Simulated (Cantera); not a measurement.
Carbothermic reduction: CuO + C + N₂

Input: 1 mol CuO, 0.48 mol C, 16 mol N₂, equilibrated at 750 Torr.

Method: chemical equilibrium by Gibbs-energy minimisation in Cantera with the NASA 1993 tables (ideal gas, pure condensed phases). Candidate condensed phases: C, Cu, CuO, Cu₂O; 27 gas species. Each liquid is taken as pure. Mutual solubility and eutectic melting of coexisting phases are not modelled. Rates play no part.

```json
[
 {"T (K)": "1400", "log p N₂": "-0.01", "log p Cu": "-5.87", "log p CO₂": "-1.54", "log p CO": "-5.07", "log p O₂": "-4.95", "log p NO": "-5.23", "n Cu(l)": "0.921", "n Cu₂O(s)": "0.0397", "n Cu₂O(l)": "0"},
 {"T (K)": "1500", "log p N₂": "-0.01", "log p Cu": "-5.08", "log p CO₂": "-1.54", "log p CO": "-4.85", "log p O₂": "-4.00", "log p NO": "-4.53", "n Cu(l)": "0.927", "n Cu₂O(s)": "0.0365", "n Cu₂O(l)": "0"},
 {"T (K)": "1600", "log p N₂": "-0.01", "log p Cu": "-4.40", "log p CO₂": "-1.54", "log p CO": "-4.53", "log p O₂": "-3.41", "log p NO": "-4.03", "n Cu(l)": "0.947", "n Cu₂O(s)": "0", "n Cu₂O(l)": "0.0261"},
 {"T (K)": "1700", "log p N₂": "-0.01", "log p Cu": "-3.80", "log p CO₂": "-1.54", "log p CO": "-4.23", "log p O₂": "-2.95", "log p NO": "-3.63", "n Cu(l)": "0.997", "n Cu₂O(s)": "0", "n Cu₂O(l)": "0"},
 {"T (K)": "1800", "log p N₂": "-0.01", "log p Cu": "-3.27", "log p CO₂": "-1.54", "log p CO": "-3.75", "log p O₂": "-2.95", "log p NO": "-3.47", "n Cu(l)": "0.991", "n Cu₂O(s)": "0", "n Cu₂O(l)": "0"},
 {"T (K)": "1900", "log p N₂": "-0.01", "log p Cu": "-2.79", "log p CO₂": "-1.54", "log p CO": "-3.34", "log p O₂": "-2.92", "log p NO": "-3.32", "n Cu(l)": "0.973", "n Cu₂O(s)": "0", "n Cu₂O(l)": "0"},
 {"T (K)": "2000", "log p N₂": "-0.02", "log p Cu": "-2.37", "log p CO₂": "-1.55", "log p CO": "-3.00", "log p O₂": "-2.87", "log p NO": "-3.17", "n Cu(l)": "0.928", "n Cu₂O(s)": "0", "n Cu₂O(l)": "0"},
 {"T (K)": "2100", "log p N₂": "-0.02", "log p Cu": "-1.98", "log p CO₂": "-1.57", "log p CO": "-2.71", "log p O₂": "-2.79", "log p NO": "-3.01", "n Cu(l)": "0.823", "n Cu₂O(s)": "0", "n Cu₂O(l)": "0"},
 {"T (K)": "2200", "log p N₂": "-0.02", "log p Cu": "-1.63", "log p CO₂": "-1.60", "log p CO": "-2.48", "log p O₂": "-2.69", "log p NO": "-2.86", "n Cu(l)": "0.600", "n Cu₂O(s)": "0", "n Cu₂O(l)": "0"},
 {"T (K)": "2300", "log p N₂": "-0.04", "log p Cu": "-1.32", "log p CO₂": "-1.65", "log p CO": "-2.29", "log p O₂": "-2.59", "log p NO": "-2.73", "n Cu(l)": "0.144", "n Cu₂O(s)": "0", "n Cu₂O(l)": "0"},
 {"T (K)": "2400", "log p N₂": "-0.04", "log p Cu": "-1.25", "log p CO₂": "-1.70", "log p CO": "-2.13", "log p O₂": "-2.49", "log p NO": "-2.59", "n Cu(l)": "0", "n Cu₂O(s)": "0", "n Cu₂O(l)": "0"},
 {"T (K)": "2500", "log p N₂": "-0.04", "log p Cu": "-1.25", "log p CO₂": "-1.76", "log p CO": "-2.00", "log p O₂": "-2.41", "log p NO": "-2.47", "n Cu(l)": "0", "n Cu₂O(s)": "0", "n Cu₂O(l)": "0"},
 {"T (K)": "2600", "log p N₂": "-0.04", "log p Cu": "-1.25", "log p CO₂": "-1.85", "log p CO": "-1.89", "log p O₂": "-2.34", "log p NO": "-2.37", "n Cu(l)": "0", "n Cu₂O(s)": "0", "n Cu₂O(l)": "0"}
]
```
log p: log10 of the partial pressure in bar; n: condensed amount in mol.

From 1400 K to 1500 K the condensed part is Cu(l) + Cu₂O(s). At 1600 K the condensed part is Cu(l) + Cu₂O(l). From 1700 K to 2300 K the condensed part is Cu(l). From 2400 K to 2600 K nothing is condensed. The main Cu-bearing gas is Cu throughout.
